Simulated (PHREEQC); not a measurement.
A solution holds 0.059 mol/kgw HF and 0.037 mol/kgw KF, at 25 °C. Closed to the air; pH follows from the charge balance.

Equilibrium calculation in PHREEQC: ion-association model, wateq4f.dat.

Each row changes one thing in this solution. Precipitation was switched off in this run.

```csv
case,pH,ionic strength (mol/kgw),HF (mol/kgw),F- (mol/kgw),HF2- (mol/kgw)
as made,2.98,0.0382,0.0427,0.0328,0.00543
KF replaced by AgF at the same molality,2.96,0.0365,0.0429,0.0313,0.00520
HF left out,7.82,0.0370,6.86e-7,0.0370,9.82e-8
HF from 0.059 to 0.118 mol/kgw,2.69,0.0394,0.0762,0.0304,0.00896
KF left out,2.24,0.00622,0.0425,0.00535,0.000873
KF from 0.037 to 0.0407 mol/kgw,3.02,0.0418,0.0425,0.0359,0.00591
```

wateq4f.dat counts part of the HF as a dimer, H2F2, which phreeqc.dat doesn't know; its constant is uncertain.
